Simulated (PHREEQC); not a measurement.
A made-up water analysis in mg/L, 20 °C, pH 6.97, pe 9.1:

| constituent | mg/L |
|---|---|
| Na | 383 |
| K | 338 |
| Ca | 62.9 |
| Mg | 2.59 |
| Cl | 407 |
| S(6) as SO4 | 694 |
| Alkalinity as HCO3 | 151 |
| Li | 0.0613 |

Valence states are taken as typed.

The numbers come from PHREEQC with the ion-association model, phreeqc.dat.

No solid was allowed to form.

Question: What ionic strength, charge-balance error, specific conductance does the model give?

Answer: ionic strength 0.0351 mol/kgw; charge-balance error 0.5 %; specific conductance 2750 µS/cm.

Question: In which forms is Li present?

Answer: Li+ 99 %, LiSO4- 1.4 % of the Li.

Complexes and solids missing from the database can't appear.
